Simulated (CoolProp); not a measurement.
n-nonane along the isotherm 315.6 K: density (kg/m³) from the reference equation and from simpler models built on Tc = 594.5 K, pc = 2.282 MPa, ω = 0.443; each cubic takes its own stable root.

Computed with CoolProp (reference Helmholtz-energy equation of state, Lemmon 2006). It is a short technical equation, of lower accuracy than the large ones.

```tsv
p (MPa)	phase	reference	van der Waals	Soave-Redlich-Kwong	Peng-Robinson
0.428	liquid	___	382.3	___	665.0
0.856	liquid	701.0	383.6	592.0	665.5
1.28	liquid	701.4	384.7	592.4	665.9
1.71	liquid	701.8	385.9	592.9	666.3
2.14	liquid	___	387.0	593.3	666.8
2.57	liquid	702.6	388.0	593.8	___
3	liquid	703.0	389.0	594.2	667.6
3.42	liquid	___	390.0	594.7	668.0
```

### Question
Complete the blanks.

### Answer

- 0.428, reference: 700.6
- 0.428, Soave-Redlich-Kwong: 591.5
- 2.14, reference: 702.2
- 2.57, Peng-Robinson: 667.2
- 3.42, reference: 703.4
